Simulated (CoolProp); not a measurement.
Vapour-liquid equilibrium of carbon dioxide (1) + CHF3 (R23) (2) at 250.5 K; x and y are mole fractions of (1).

Values from CoolProp's multi-fluid Helmholtz-energy mixture model, Span 1996 and Penoncello 2003; pair parameters Bell 2016.

```csv
x,bubble pressure (MPa),y at the bubble point,dew pressure at overall composition x (MPa),liquid density (mol/L)
0.05,1.319,0.069,1.309,17.11
0.15,1.390,0.199,1.363,17.60
0.25,1.459,0.316,1.420,18.13
0.35,1.525,0.424,1.480,18.69
0.45,1.585,0.523,1.541,19.30
0.55,1.641,0.614,1.602,19.96
0.65,1.690,0.702,1.661,20.67
0.75,1.734,0.786,1.716,21.45
0.85,1.771,0.870,1.763,22.29
0.95,1.802,0.955,1.800,23.22
```

No azeotrope shows between x = 0.05 and 0.95.

The pair parameters rest on a limited set of measurements; away from them the model extrapolates.
